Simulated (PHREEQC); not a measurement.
Dissolve 7.7 mmol/kgw CaSO4, 0.066 mmol/kgw Na2SO4 and 0.0022 mmol/kgw H4SiO4 at 85 °C. Closed to the air; pH follows from the charge balance.

Computed with PHREEQC (ion-association model, wateq4f.dat).

```
quantity                    before     after
-------------------------  -------  --------
pH                            6.44      6.27
ionic strength (mol/kgw)    0.0209  0.000304
SO4-2 (mol/kgw)            0.00525   7.61e-5
Ca+2 (mol/kgw)             0.00519   7.55e-5
CaSO4 (mol/kgw)            0.00251   1.53e-6
HSO4- (mol/kgw)            5.53e-7   1.77e-8
SI of Gypsum (CaSO4:2H2O)    -0.33     -3.55
SI of Quartz (SiO2)          -2.41     -4.41
```

Task: Name the change that produced these shifts.
A) CaSO4 from 0.0077 to 0.00385 mol/kgw
B) diluted 100-fold with water
C) H4SiO4 replaced by H2SiF6 at the same molality
D) Na2SO4 replaced by CuSO4 at the same molality
E) diluted 2-fold with water

Result: B, diluted 100-fold with water

Precipitation was switched off in this run. Constants without temperature data keep their 25 °C values here.
